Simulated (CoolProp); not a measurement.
Model: reference Helmholtz-energy equation of state, Thol 2021, in CoolProp.

**Question.** Give the vapour pressure (kPa), vapour density (kg/m³), enthalpy of vaporisation (kJ/kg) of saturated chlorine at -15.95, -3.75, 12.45 °C.

**Answer.** 
| T (°C) | p (kPa) | vapour density (kg/m³) | enthalpy of vaporisation (kJ/kg) |
|---|---|---|---|
| -15.95 | 210 | 7.30 | 276 |
| -3.75 | 325 | 10.9 | 269 |
| 12.45 | 543 | 17.7 | 257 |
